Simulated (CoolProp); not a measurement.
Saturation properties of nitrous oxide (Tc = 309.5 K, pc = 7245 kPa, ω = 0.161).

The numbers come from the reference Helmholtz-energy equation of state, Lemmon 2006 in CoolProp. It is a short technical equation, of lower accuracy than the large ones.

| T (K) | p (kPa) | liquid cp (kJ/(kg K)) | vapour Z |
|---|---|---|---|
| 242 | 1269 | 1.896 | 0.8460 |
| 245.8 | 1434 | 1.923 | 0.8325 |
| 249.6 | 1614 | 1.953 | 0.8182 |
| 253.4 | 1811 | 1.987 | 0.8032 |
| 257.2 | 2024 | 2.026 | 0.7873 |
| 261 | 2255 | 2.071 | 0.7706 |
| 264.8 | 2504 | 2.123 | 0.7529 |
| 268.6 | 2773 | 2.184 | 0.7342 |
| 272.3 | 3055 | 2.255 | 0.7150 |
| 276.1 | 3365 | 2.342 | 0.6940 |
| 279.9 | 3698 | 2.451 | 0.6715 |
| 283.7 | 4054 | 2.590 | 0.6474 |
| 287.5 | 4436 | 2.775 | 0.6212 |
| 291.3 | 4844 | 3.032 | 0.5926 |
| 295.1 | 5280 | 3.420 | 0.5606 |

It boils at 184.7 K under 1 atm.
